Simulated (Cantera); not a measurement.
**Transport properties of process gases**

Gas mixture: CO : C2H6 : CH3OH = 0.64 : 0.58 : 0.47 (molar parts), at 240 Torr, frozen composition.

Cantera's kinetic-theory transport with the Lennard-Jones parameters of GRI-Mech 3.0, ideal gas; thermal conductivity in the mixture-averaged form. Polar gases are described roughly by these parameters. The composition is frozen, though it would react at the higher temperatures.

| T (K) | ρ (kg/m³) | cp (J/kg/K) | μ (µPa s) | λ (mW/m/K) | Pr | D (cm²/s) OH | D (cm²/s) CO2 | D (cm²/s) H2 |
|---|---|---|---|---|---|---|---|---|
| 400 | 0.287 | 1601 | 15.4 | 31.9 | 0.770 | 1.36 | 0.667 | 3.41 |
| 550 | 0.209 | 1937 | 20.1 | 49.0 | 0.797 | 2.38 | 1.20 | 5.88 |
| 700 | 0.164 | 2230 | 24.5 | 66.6 | 0.820 | 3.61 | 1.85 | 8.83 |
| 850 | 0.135 | 2462 | 28.4 | 84.0 | 0.833 | 5.02 | 2.61 | 12.2 |
| 1000 | 0.115 | 2668 | 32.1 | 101 | 0.848 | 6.60 | 3.46 | 16.0 |
| 1150 | 0.0999 | 2830 | 35.5 | 117 | 0.857 | 8.35 | 4.41 | 20.3 |
| 1300 | 0.0883 | 2964 | 38.7 | 133 | 0.864 | 10.3 | 5.43 | 24.8 |
| 1450 | 0.0792 | 3076 | 41.8 | 148 | 0.869 | 12.3 | 6.54 | 29.8 |
D: mixture-averaged diffusion coefficient of that species in the mixture.
